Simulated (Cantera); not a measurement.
Cantera run, input and output.

```python
import numpy as np
import cantera as ct

gas = ct.Solution("gri30.yaml")
gas.TPX = 948, 1333, {'H2': 0.11, 'O2': 1}
reactor = ct.IdealGasConstPressureReactor(gas, energy="off", clone=False)
net = ct.ReactorNet([reactor])
net.rtol, net.atol = 1e-08, 1e-18
show = ['H2', 'O2', 'H2O2', 'H', 'OH', 'H2O', 'HO2']
times = np.geomspace(0.0004, 1, 11)

steps = ct.SolutionArray(gas, extra=["t"])
rows = []
print(f"{'t/s':>10s}{'T/K':>9s}{'P/Pa':>11s}" + "".join(f"{s:>11s}" for s in show))
for t in times:
    while net.time < t:
        t_next = net.step()
        steps.append(gas.state, t=t_next)
    rows.append([np.interp(t, steps.t, y) for y in (steps.T, steps.P, *steps(*show).X.T)])
    print(f"{t:10.3e}{rows[-1][0]:9.1f}{rows[-1][1]:11.4g}" + "".join(f"{x:11.3e}" for x in rows[-1][2:]))
rate = np.gradient(steps.T, steps.t)
print("integrator steps:", len(steps.t))
if steps.T.max() > steps.T[0] + 200:
    print(f"time of steepest temperature rise: {steps.t[rate.argmax()]:.4e} s")
gas.TPX = 948, 1333, {'H2': 0.11, 'O2': 1}
gas.equilibrate("TP")
print(f"equilibrium (TP): T = {gas.T:.1f} K  " + "  ".join(f"{s} {gas[s].X[0]:.3e}" for s in show))
```

Result:

```
       t/s      T/K       P/Pa         H2         O2       H2O2          H         OH        H2O        HO2
 4.000e-04    948.0       1333  9.910e-02  9.009e-01  8.142e-15  8.842e-11  2.466e-11  6.789e-11  7.899e-11
 8.747e-04    948.0       1333  9.910e-02  9.009e-01  4.009e-14  4.687e-10  1.475e-10  6.881e-10  1.836e-10
 1.913e-03    948.0       1333  9.910e-02  9.009e-01  2.590e-13  1.288e-08  4.159e-09  2.380e-08  8.456e-10
 4.183e-03    948.0       1333  9.906e-02  9.009e-01  1.114e-10  1.650e-05  5.337e-06  3.102e-05  5.892e-07
 9.146e-03    948.0       1333  9.474e-03  8.651e-01  2.895e-07  2.780e-02  3.215e-03  7.554e-02  1.234e-05
 2.000e-02    948.0       1333  1.372e-03  8.878e-01  2.451e-07  3.354e-03  1.220e-03  9.990e-02  1.129e-05
 4.373e-02    948.0       1333  2.471e-04  8.944e-01  1.911e-07  1.936e-04  3.933e-04  1.036e-01  6.266e-06
 9.564e-02    948.0       1333  4.801e-05  8.955e-01  1.358e-07  1.367e-05  1.546e-04  1.041e-01  2.560e-06
 2.091e-01    948.0       1333  9.814e-06  8.957e-01  8.308e-08  1.268e-06  7.015e-05  1.042e-01  8.657e-07
 4.573e-01    948.0       1333  2.009e-06  8.957e-01  4.570e-08  1.511e-07  3.488e-05  1.042e-01  2.707e-07
 1.000e+00    948.0       1333  4.188e-07  8.957e-01  2.409e-08  2.286e-08  1.870e-05  1.043e-01  8.745e-08
integrator steps: 1400
equilibrium (TP): T = 948.0 K  H2 1.638e-11  O2 8.957e-01  H2O2 1.591e-11  H 1.850e-14  OH 1.705e-07  H2O 1.043e-01  HO2 3.988e-10
```

Model: GRI-Mech 3.0 (53 species, 325 reactions), integrated in Cantera. Radical loss at walls, strong at low pressure, is not modelled. Below about 950 K walls govern HO2 and H2O2 in real vessels. The temperature is held fixed by assumption; the heat of reaction is taken as removed at once.
